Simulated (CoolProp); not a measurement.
Vapour-liquid equilibrium of n-butane (1) + benzene (2) at 331.2 K; x and y are mole fractions of (1).

Computed with CoolProp (multi-fluid Helmholtz-energy mixture model, Bücker 2006 and Thol 2012; pair parameters Bell 2016).

```
x     bubble pressure (MPa)  y at the bubble point  dew pressure at overall composition x (MPa)  liquid density (mol/L)
----  ---------------------  ---------------------  -------------------------------------------  ----------------------
0.05                0.08380                  0.439                                      0.05119                   10.67
0.2                  0.1883                  0.780                                      0.06023                   10.49
0.35                 0.2835                  0.874                                      0.07314                   10.28
0.5                  0.3652                  0.917                                      0.09307                   10.06
0.65                 0.4364                  0.945                                       0.1278                   9.811
0.8                  0.5047                  0.967                                       0.2031                   9.542
0.95                 0.5799                  0.991                                       0.4510                   9.251
```

No azeotrope shows between x = 0.05 and 0.95.

The pair parameters rest on a limited set of measurements; away from them the model extrapolates.
